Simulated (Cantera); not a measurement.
Input: 1 mol AlCl3, 1.6 mol NH3, a varied amount of H2, held at 1150 K and 13.3 mbar.

Cantera equilibrium calculation (NASA polynomials, part measured and part estimated; ideal gas, pure solids and liquids). Candidate condensed phases: Al, AlCl3, AlN, NH4Cl; 20 gas species. Rates play no part.

At 250 mol H2, list the 4 most abundant gas species with their mole fractions, and the condensed phases.

H2 0.988, HCl 0.0105, N2 0.00139, AlCl3 0.000420. Condensed: AlN(s).
